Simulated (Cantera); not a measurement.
Charge: 1 mol NF3, 1 mol H2O, 2.7 mol H2, equilibrated at 1150 K and 10.0 Pa.

These are equilibrium values from Cantera (NASA tables, ideal gas, pure condensed phases), not measurements of a reactor. Candidate condensed phases: H2O; 40 gas species. Kinetics and transport are ignored.

What is the equilibrium state?


| Item | Result |
|---|---|
| x(HF) | 0.526 |
| x(H2) | 0.211 |
| x(H2O) | 0.175 |
| x(N2) | 0.0877 |
| x(H) | 3.42e-6 |
| gas amount | 5.700 mol |
